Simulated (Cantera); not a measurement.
An adiabatic, constant-volume homogeneous reactor starts with CH4 : O2 : N2 : H2O = 1 : 3.39 : 12.7 : 2.5 (molar parts), at 1748 K and 1.00 atm.

Model: GRI-Mech 3.0 (53 species, 325 reactions), integrated in Cantera.

x: mole fraction; the columns are a selection and need not sum to one.

```
t (s)     T (K)  P (bar)   x CH4    x O2  x H2O   x H2O2    x C2H4
--------  -----  -------  ------  ------  -----  -------  --------
5.00e-6    1748     1.01  0.0510   0.173  0.128        ?   3.21e-9
1.28e-5    1748     1.01  0.0510   0.173  0.128        ?   9.07e-8
3.27e-5    1747     1.01  0.0507   0.173  0.128        ?   2.59e-6
8.36e-5    1751     1.02  0.0486   0.172  0.129        ?  0.000114
0.000214   2614     1.55  <1e-12  0.0707  0.201        ?    <1e-12
0.000547   2659     1.57  <1e-12  0.0695  0.205  6.57e-7    <1e-12
0.00140    2654     1.57  <1e-12  0.0680  0.205  6.45e-7    <1e-12
0.00358    2647     1.56  <1e-12  0.0655  0.205  6.25e-7    <1e-12
0.00914    2642     1.56  <1e-12  0.0639  0.206  6.12e-7    <1e-12
0.0234     2642     1.56  <1e-12  0.0637  0.206  6.10e-7    <1e-12
0.0598     2642     1.56  <1e-12  0.0637  0.206  6.10e-7    <1e-12
0.153      2642     1.56  <1e-12  0.0637  0.206  6.10e-7    <1e-12
0.391      2642     1.56  <1e-12  0.0637  0.206  6.10e-7    <1e-12
1.00       2642     1.56  <1e-12  0.0637  0.206  6.10e-7    <1e-12
```

Question: Fill in the missing entries.

Answer: 
- 5.00e-6, x H2O2: 9.24e-8
- 1.28e-5, x H2O2: 1.84e-7
- 3.27e-5, x H2O2: 3.03e-7
- 8.36e-5, x H2O2: 1.16e-6
- 0.000214, x H2O2: 5.34e-7
